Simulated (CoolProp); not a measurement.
Model: reference Helmholtz-energy equation of state, Thol 2012, in CoolProp.

Task: For benzene, give the phase and the Z, cp (kJ/(kg K)), speed of sound (m/s), Joule-Thomson coefficient (K/MPa) at 483.7 K and 8350 kPa; 588.9 K and 8350 kPa; 597.7 K and 8350 kPa.

Result: 
- 483.7 K and 8350 kPa: liquid; Z 0.242, cp 2.36, speed of sound 620, Joule-Thomson coefficient 0.0129
- 588.9 K and 8350 kPa: supercritical; Z 0.304, cp 3.51, speed of sound 222, Joule-Thomson coefficient 2.92
- 597.7 K and 8350 kPa: supercritical; Z 0.329, cp 3.81, speed of sound 193, Joule-Thomson coefficient 4.03
